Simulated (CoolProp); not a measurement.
A single-stage vapour-compression cycle with R404A: evaporating at 314.15 K (dew point), condensing at 337.15 K (bubble point), superheat 10 K, subcooling 8 K, compressor efficiency 0.75, no pressure losses. Each further row changes one setting.

Values from CoolProp's reference Helmholtz-energy equation of state, Lemmon 2003. It is a pseudo-pure fit of the blend.

| case | cooling COP | pressure ratio | discharge temperature (K) | refrigerating effect (kJ/kg) | volumetric capacity (kJ/m³) |
|---|---|---|---|---|---|
| as stated | 7.96 | 1.69 | 352.7 | 107 | 10100 |
| evaporating temperature 319.15 K | 10.6 | 1.50 | 351.7 | 109 | 11700 |
| condensing temperature 332.15 K | 10.8 | 1.52 | 346.6 | 116 | 10900 |
| subcooling 13 K | 8.67 | 1.69 | 352.7 | 117 | 10900 |
| superheat 20 K | 8.10 | 1.69 | 362.0 | 120 | 10300 |
| compressor efficiency 0.65 | 6.90 | 1.69 | 354.0 | 107 | 10100 |
